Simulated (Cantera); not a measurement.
A perfectly stirred reactor is fed with 4.39 % H2, 12.9 % O2, 82.7 % N2, at 1.00 bar; it is held at 1348 K, and followed from long to short residence time.

Computed with Cantera and the H2/O2 subset of GRI-Mech 3.0, which has no nitrogen chemistry. The temperature is held fixed by assumption; the heat of reaction is taken as removed at once.

x: mole fraction; the columns are a selection and need not sum to one.

```tsv
τ (s)	x H2	x O2	x O	x OH	x H2O	x H2O2
1.0	?	0.110	1.42e-5	0.000101	0.0448	6.70e-8
0.38	?	0.110	2.74e-5	0.000138	0.0448	1.09e-7
0.14	?	0.110	5.38e-5	0.000192	0.0447	1.76e-7
0.054	?	0.110	0.000102	0.000263	0.0446	2.71e-7
0.020	?	0.110	0.000199	0.000367	0.0445	4.15e-7
0.0076	?	0.109	0.000376	0.000511	0.0442	6.12e-7
0.0028	?	0.109	0.000709	0.000727	0.0437	8.87e-7
```

### Question
Some entries are withheld; supply them.

### Answer

- 1.0, x H2: 1.83e-5
- 0.38, x H2: 3.46e-5
- 0.14, x H2: 6.64e-5
- 0.054, x H2: 0.000123
- 0.020, x H2: 0.000229
- 0.0076, x H2: 0.000416
- 0.0028, x H2: 0.000757
